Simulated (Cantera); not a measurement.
Input: 1 mol Si3N4, 2.9 mol H2O, a varied amount of N2, equilibrated at 2100 K and 0.278 Torr.

Cantera equilibrium calculation (NASA polynomials, part measured and part estimated; ideal gas, pure solids and liquids). Candidate condensed phases: H2O, Si, SiO2, Si2N2O, Si3N4; 35 gas species. The tables' values for SiN are old estimates; treat these amounts as uncertain. Equilibrium is a limit: real reactors are often held back by kinetics, nucleation or transport.

x: gas mole fraction; nothing condenses.

```tsv
n(N2) (mol)	x N2	x SiO	x H2	x H	x Si
3.9	0.482	0.237	0.201	0.0725	[?]
5.6	0.544	0.208	0.174	0.0675	[?]
7.9	0.607	0.178	0.147	0.0621	[?]
11	0.668	0.149	0.121	0.0563	[?]
16	0.734	0.118	0.0936	0.0495	[?]
22	0.785	0.0949	0.0730	0.0438	[?]
32	0.836	0.0713	0.0527	0.0372	[?]
45	0.874	0.0540	0.0381	0.0316	[?]
64	0.906	0.0398	0.0266	0.0264	[?]
90	0.929	0.0293	0.0183	0.0219	[?]
130	0.949	0.0208	0.0120	0.0177	[?]
```

### Question
What belongs in the gaps?

### Answer

- 3.9, x Si: 0.00810
- 5.6, x Si: 0.00710
- 7.9, x Si: 0.00609
- 11, x Si: 0.00510
- 16, x Si: 0.00405
- 22, x Si: 0.00325
- 32, x Si: 0.00244
- 45, x Si: 0.00185
- 64, x Si: 0.00136
- 90, x Si: 0.00100
- 130, x Si: 0.000715
